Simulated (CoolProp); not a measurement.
o-xylene along the isotherm 346.85 °C: fugacity coefficient from the reference equation and from simpler models built on Tc = 357.1 °C, pc = 3.737 MPa, ω = 0.312; each cubic takes its own stable root.

Values from CoolProp's reference Helmholtz-energy equation of state, Zhou 2012.

| p (MPa) | phase | reference |
|---|---|---|
| 1.56 | gas | 0.8402 |
| 3.11 | gas | 0.6835 |
| 4.67 | liquid | 0.4981 |
| 6.23 | liquid | 0.3978 |
| 7.79 | liquid | 0.3379 |
| 9.34 | liquid | 0.2987 |
| 10.9 | liquid | 0.2710 |
| 12.5 | liquid | 0.2503 |
| 14 | liquid | 0.2356 |
| 15.6 | liquid | 0.2236 |
| 17.1 | liquid | 0.2148 |
| 18.7 | liquid | 0.2073 |

How far does each simpler model (van der Waals, Redlich-Kwong, Soave-Redlich-Kwong, Peng-Robinson) lie from the reference over these 12 states: mean and median of the absolute difference, and the worst?


- van der Waals: mean 26.7 %, median 27.6 %, worst +46.3 % at 346.85 °C and 18.7 MPa
- Redlich-Kwong: mean 10.8 %, median 11.8 %, worst +16.6 % at 346.85 °C and 18.7 MPa
- Soave-Redlich-Kwong: mean 9.2 %, median 9.9 %, worst +14.5 % at 346.85 °C and 18.7 MPa
- Peng-Robinson: mean 2.4 %, median 2.9 %, worst +3.4 % at 346.85 °C and 18.7 MPa
